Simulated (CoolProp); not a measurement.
A Linde-Hampson liquefier for nitrogen: isothermal reversible compression at 200 K from 1 atm to 25 MPa, throttling to 1 atm, return gas leaving the recuperator 10 K below the feed. Each further row changes one setting.

Computed with CoolProp (reference Helmholtz-energy equation of state, Span 2000).

| case | liquid yield per pass | compression work (kJ/kg of gas) |
|---|---|---|
| as stated | 0.226 | 309 |
| high pressure 50 MPa | (withheld) | (withheld) |
| warm-end temperature 230 K | 0.153 | (withheld) |
| warm-end gap 15 K | 0.213 | 309 |

### Question
Fill in the missing entries.

### Answer

- high pressure 50 MPa, liquid yield per pass: 0.222
- high pressure 50 MPa, compression work (kJ/kg of gas): 358
- warm-end temperature 230 K, compression work (kJ/kg of gas): 366
